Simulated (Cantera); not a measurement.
A perfectly stirred reactor is fed with 14.8 % CH4, 1.17 % H2, 16.8 % O2, 63.0 % N2, 4.24 % H2O, at 1.01 bar; it is adiabatic with a 500 K inlet, and is followed from long to short residence time, starting on the burning branch (τ in s: 0.069, 0.029, 0.012, 0.0052, 0.0022, 0.00091, 0.00038, 0.00016, 6.8e-05, 2.9e-05, 1.2e-05).

Cantera simulation using GRI-Mech 3.0 (53 species, 325 reactions); the numbers are that mechanism's predictions, not measurements.

x: mole fraction; the columns are a selection and need not sum to one.

```
τ (s)    T (K)    x CH4    x H2      x O2    x CH2    x HCN
-------  -----  -------  ------  --------  -------  -------
0.069     1831  0.00764   0.105  0.000767  1.05e-6  1.93e-5
0.029     1831        …  0.0981         …        …  1.98e-5
0.012     1823   0.0107  0.0920   0.00290  3.54e-6  1.83e-5
0.0052    1801   0.0129  0.0864   0.00565  5.59e-6  1.38e-5
0.0022    1730   0.0187  0.0782    0.0140  6.27e-6  4.52e-6
0.00091    500    0.148  0.0117     0.168   <1e-12   <1e-12
0.00038    500    0.148  0.0117     0.168   <1e-12   <1e-12
0.00016    500    0.148  0.0117     0.168   <1e-12   <1e-12
6.8e-5     500    0.148  0.0117     0.168   <1e-12   <1e-12
2.9e-5     500    0.148  0.0117     0.168   <1e-12   <1e-12
1.2e-5     500    0.148  0.0117     0.168   <1e-12   <1e-12
```

Task: What belongs in the gaps?

Result: 
- 0.029, x CH4: 0.00907
- 0.029, x O2: 0.00149
- 0.029, x CH2: 1.97e-6
